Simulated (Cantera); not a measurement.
# Hydrocarbon pyrolysis for carbon deposition

An isothermal, constant-pressure homogeneous reactor starts with 35.4 % CH₄, 63.8 % N₂, 0.780 % H₂O, at 1250 K and 760 Torr.

Detailed kinetics in Cantera: GRI-Mech 3.0 (53 species, 325 reactions). GRI-Mech 3.0 stops at C3 and has no aromatics, soot or wall deposition, so with more carbon than oxygen in the feed, carbon stays in small species such as C2H2 where larger ones or solid carbon would form.

```tsv
t (s)	x CH₄	x CH₃	x H₂	x HCN	x C₂H₆	x C₂H₂
9.00e-6	0.354	5.15e-9	2.52e-9	<1e-12	<1e-12	<1e-12
2.97e-5	0.354	1.72e-8	8.56e-9	<1e-12	<1e-12	<1e-12
9.82e-5	0.354	5.71e-8	2.85e-8	<1e-12	5.35e-12	<1e-12
0.000324	0.354	1.88e-7	9.43e-8	<1e-12	1.91e-10	<1e-12
0.00107	0.354	6.10e-7	3.12e-7	<1e-12	6.73e-9	<1e-12
0.00353	0.354	1.67e-6	1.04e-6	<1e-12	1.92e-7	<1e-12
0.0117	0.354	2.43e-6	3.57e-6	<1e-12	2.18e-6	4.78e-11
0.0385	0.354	2.58e-6	1.21e-5	<1e-12	9.86e-6	1.10e-9
0.127	0.354	2.95e-6	4.18e-5	<1e-12	3.44e-5	2.21e-8
0.420	0.354	3.83e-6	0.000157	<1e-12	0.000104	6.38e-7
1.39	0.353	4.94e-6	0.000703	<1e-12	0.000219	2.25e-5
4.58	0.351	5.14e-6	0.00326	<1e-12	0.000243	0.000435
15.1	0.342	4.75e-6	0.0130	<1e-12	0.000202	0.00326
50.0	0.315	4.06e-6	0.0409	<1e-12	0.000138	0.0113
```
x: mole fraction; the columns are a selection and need not sum to one.

Equilibrium at this temperature and pressure: CH₄ 0.201, CH₃ 4.60e-6, H₂ 0.167, HCN 0.0379, C₂H₆ 0.000251, C₂H₂ 0.0181 (gas phase only).
